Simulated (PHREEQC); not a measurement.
Metal-bearing waste water (model solution)

Consider water at 25 °C with 0.022 mol/kgw CuSO4 and 0.001 mol/kgw CuCl2. Closed to the air; pH follows from the charge balance.

All values are PHREEQC results (ion-association model, wateq4f.dat), not measurements.

Precipitation was switched off in this run.

Task: What pH, ionic strength does the model give?

Result: pH 4.75; ionic strength 0.0577 mol/kgw.

Task: In which forms is Cl present?

Result: Cl- 98 %, CuCl+ 1.8 % of the Cl.

Examples of supersaturated solids here: Antlerite, Brochantite. Others may be too.
